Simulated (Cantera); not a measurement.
Charge: 1 mol Si3N4, 1.8 mol H2O, 1 mol N2, 0.14 mol O2, equilibrated at 133 Pa.

Method: chemical equilibrium by Gibbs-energy minimisation in Cantera with the NASA 1993 tables (ideal gas, pure condensed phases). Candidate condensed phases: H2O, Si, SiO2, Si2N2O, Si3N4; 35 gas species. Mutual solubility and eutectic melting of coexisting phases are not modelled. The tables hold silica as quartz up to 1696 K and as liquid above; real silica turns to tridymite and cristobalite and melts near 1996 K. The numbers say what is thermodynamically allowed, not how fast it happens.

**Question.** Which condensed phases are stable at each of these points (T (K)): 1550, 1575, 1600, 1625, 1650, 1675, 1700, 1725, 1750, 1775, 1800, 1825?

**Answer.** 
```json
[
 {"T (K)": "1550", "condensed phases": "SiO2(β-quartz) + Si2N2O(s)", "Si condensed (%)": "90.8"},
 {"T (K)": "1575", "condensed phases": "SiO2(β-quartz) + Si2N2O(s)", "Si condensed (%)": "80.9"},
 {"T (K)": "1600", "condensed phases": "Si2N2O(s)", "Si condensed (%)": "61.3"},
 {"T (K)": "1625", "condensed phases": "Si2N2O(s)", "Si condensed (%)": "61.3"},
 {"T (K)": "1650", "condensed phases": "Si2N2O(s)", "Si condensed (%)": "61.3"},
 {"T (K)": "1675", "condensed phases": "Si2N2O(s)", "Si condensed (%)": "61.3"},
 {"T (K)": "1700", "condensed phases": "Si2N2O(s)", "Si condensed (%)": "61.2"},
 {"T (K)": "1725", "condensed phases": "Si(l)", "Si condensed (%)": "30.5"},
 {"T (K)": "1750", "condensed phases": "Si(l)", "Si condensed (%)": "30.4"},
 {"T (K)": "1775", "condensed phases": "Si(l)", "Si condensed (%)": "30.3"},
 {"T (K)": "1800", "condensed phases": "Si(l)", "Si condensed (%)": "30.1"},
 {"T (K)": "1825", "condensed phases": "Si(l)", "Si condensed (%)": "29.8"}
]
```

From 1550 K to 1575 K the condensed part is SiO2(β-quartz) + Si2N2O(s). From 1600 K to 1700 K the condensed part is Si2N2O(s). From 1725 K to 1825 K the condensed part is Si(l).
